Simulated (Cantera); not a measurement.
Thermodynamics of metals in furnace atmospheres, feed Fe + H₂O + N₂

Input: 1 mol Fe, 1.1 mol H₂O, 59 mol N₂, held at 1575 °C.

Method: chemical equilibrium by Gibbs-energy minimisation in Cantera with the NASA 1993 tables (ideal gas, pure condensed phases). Candidate condensed phases: Fe, FeO, Fe(OH)₂, Fe(OH)₃, Fe₂O₃, Fe₃O₄, H₂O; 27 gas species. Each liquid is taken as pure. Mutual solubility and eutectic melting of coexisting phases are not modelled. The tables' stoichiometric FeO is somewhat more stable than real wüstite, so its field is too wide. FeO: taken at fixed stoichiometry. Kinetics and transport are ignored.

At 0.0750 Torr nothing is condensed. From 0.615 Torr to 5.03 Torr the condensed part is FeO(l). From 41.3 Torr to 22500 Torr the condensed part is Fe(l) + FeO(l). The main Fe-bearing gas is Fe throughout. The share of Fe in condensed phases is highest at 22500 Torr (100.0 %) and lowest at 0.0750 Torr (0.0 %).

```
P (Pa)   log p N₂  log p Fe  log p H₂O  log p H₂  log p H  log p O₂  n FeO(l)  n Fe(l)
-------  --------  --------  ---------  --------  -------  --------  --------  -------
10          -4.02     -5.81      -5.89     -6.50    -6.53     -6.94         0        0
82          -3.10     -5.02      -4.98     -5.42    -5.99     -7.28     0.269        0
670         -2.18     -4.42      -4.31     -4.15    -5.35     -8.48     0.654        0
5500        -1.27     -4.24      -3.50     -3.16    -4.86     -8.84     0.756    0.181
45000       -0.35     -4.24      -2.59     -2.25    -4.40     -8.84     0.755    0.237
370000       0.56     -4.24      -1.67     -1.33    -3.94     -8.84     0.755    0.244
3000000      1.47     -4.24      -0.76     -0.42    -3.49     -8.84     0.755    0.245
```
log p: log10 of the partial pressure in bar; n: condensed amount in mol.
